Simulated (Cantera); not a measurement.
A perfectly stirred reactor is fed with NH₃ : N₂ = 1 : 0.17 (molar parts), at 0.710 bar; it is held at 1598 K, and followed from long to short residence time.

Model: the gas-phase N/H chemistry of the illustrative SiF4/NH3 mechanism in the Surface Chemkin manual (1991), integrated in Cantera. Walls and surfaces, which speed up NH3 decomposition in real reactors, are not modelled.

**Question.** What does this change do: temperature 1598 to 1225 K?

**Answer.** 
```json
[
 {"quantity": "x(NH₃) at τ = 2.40 s", "before": "0.648", "after": "0.854"},
 {"quantity": "x(H) at τ = 2.40 s", "before": "8.45e-6", "after": "3.24e-10"},
 {"quantity": "x(N₂H₄) at τ = 2.40 s", "before": "1.24e-7", "after": "6.58e-8"},
 {"quantity": "x(N₂H₂) at τ = 2.40 s", "before": "4.02e-7", "after": "3.99e-8"},
 {"quantity": "x(NH) at τ = 2.40 s", "before": "2.74e-7", "after": "7.87e-10"},
 {"quantity": "x(NH₃) at τ = 14.0 ms", "before": "0.853", "after": "0.855"},
 {"quantity": "x(H) at τ = 14.0 ms", "before": "7.40e-8", "after": "4.24e-12"},
 {"quantity": "x(N₂H₄) at τ = 14.0 ms", "before": "1.82e-7", "after": "2.87e-10"},
 {"quantity": "x(N₂H₂) at τ = 14.0 ms", "before": "6.23e-7", "after": "1.68e-10"},
 {"quantity": "x(NH) at τ = 14.0 ms", "before": "1.88e-7", "after": "4.28e-12"}
]
```

**Question.** What does this change do: temperature 1598 to 1223 K?

**Answer.** 
```
quantity                 before     after
----------------------  -------  --------
x(NH₃) at τ = 2.40 s      0.648     0.854
x(H) at τ = 2.40 s      8.45e-6  3.00e-10
x(N₂H₄) at τ = 2.40 s   1.24e-7   6.49e-8
x(N₂H₂) at τ = 2.40 s   4.02e-7   3.89e-8
x(NH) at τ = 2.40 s     2.74e-7  7.52e-10
x(NH₃) at τ = 14.0 ms     0.853     0.855
x(H) at τ = 14.0 ms     7.40e-8  4.02e-12
x(N₂H₄) at τ = 14.0 ms  1.82e-7  2.66e-10
x(N₂H₂) at τ = 14.0 ms  6.23e-7  1.54e-10
x(NH) at τ = 14.0 ms    1.88e-7  3.85e-12
```
